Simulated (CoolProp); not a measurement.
Properties of chloromethane (R40) along the isotherm 46.65 °C.

Computed with CoolProp (reference Helmholtz-energy equation of state, Thol 2014).

```
p (MPa)   phase        Z  cp (kJ/(kg K))  speed of sound (m/s)  expansivity (1/kK)  fugacity coefficient
-------  ------  -------  --------------  --------------------  ------------------  --------------------
1.33     liquid  0.02914           1.689                     ?                   ?                     ?
2.67     liquid  0.05822           1.674                 768.0               2.568                0.3472
4        liquid  0.08684           1.661                 783.1               2.495                0.2386
5.33     liquid   0.1152           1.649                 797.5                   ?                0.1843
6.66     liquid   0.1434           1.638                 811.3               2.367                0.1518
8        liquid   0.1716           1.628                 824.7               2.310                0.1300
9.33     liquid        ?           1.619                 837.6               2.258                0.1147
10.7     liquid   0.2278           1.609                 850.3               2.208                0.1030
12       liquid   0.2546           1.601                 862.0               2.165               0.09442
13.3     liquid   0.2813           1.594                 873.4               2.123               0.08757
14.7     liquid   0.3098           1.586                 885.2               2.082               0.08161
16       liquid   0.3362           1.579                 895.9               2.046               0.07706
17.3     liquid   0.3625           1.573                 906.3               2.011               0.07324
```

Question: Some entries are withheld; supply them.

Answer: 
- 1.33, speed of sound (m/s): 752.2
- 1.33, expansivity (1/kK): 2.650
- 1.33, fugacity coefficient: 0.6770
- 5.33, expansivity (1/kK): 2.428
- 9.33, Z: 0.1994
